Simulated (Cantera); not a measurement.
Input: 1 mol B2O3, 2 mol NH3, 25 mol N2, equilibrated at 13300 Pa.

These are equilibrium values from Cantera (NASA tables, ideal gas, pure condensed phases), not measurements of a reactor. Candidate condensed phases: B, BN, B2O3, B3O3H3, H2O; 39 gas species. Mutual solubility and eutectic melting of coexisting phases are not modelled. The numbers say what is thermodynamically allowed, not how fast it happens. All values below are at 827 °C.

Base state: N2 0.897, H2 0.103, H2O 0.000473, HBO2 1.04e-5 (mole fractions); condensed: BN(s) + B2O3(l).

Q: What changes in the equilibrium state with this change: B2O3 replaced by borazine?

A: 
| species | before | after |
|---|---|---|
| N2 | 0.897 | 0.813 |
| H2 | 0.103 | 0.187 |
| H2O | 0.000473 | 0 |
| HBO2 | 1.04e-5 | 0 |
| BN(s), mol | 0.00924 | 3.00 |
| B2O3(l), mol | 0.995 | 0 |
The feed counts by its element totals alone.
